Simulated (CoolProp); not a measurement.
The fluid at 676.73 K and 6.84 MPa flows at 8.5 m/s in a round tube of 6 mm bore and 0.25 µm roughness, fully developed (64/Re and Nu = 3.66 if laminar; Colebrook and Gnielinski if turbulent). The same conditions are run with several fluids, on thermodynamics alone (safety and materials aside).

Model: reference Helmholtz-energy equation of state of each fluid (oxygen: Schmidt 1985; normal hydrogen: Leachman 2009; nitrogen: Span 2000; dry air: Lemmon 2000), in CoolProp. Blends and air are pseudo-pure fits.

Q: Rank oxygen, normal hydrogen, nitrogen, dry air by Reynolds number, highest first.

A: nitrogen (52000), dry air (51600), oxygen (50400), normal hydrogen (7790)

| fluid | Darcy friction factor | pressure drop (Pa/m) | heat-transfer coefficient (W/(m² K)) | mass flow (kg/h) |
|---|---|---|---|---|
| oxygen | 0.0210 | 4830 | 982 | 33.0 |
| normal hydrogen | 0.0331 | 479 | 1330 | 2.08 |
| nitrogen | 0.0209 | 4160 | 916 | 28.6 |
| dry air | 0.0209 | 4320 | 931 | 29.7 |

Above 300 K oxygen's equation is extrapolated.

Transport values come from each fluid's own correlations.
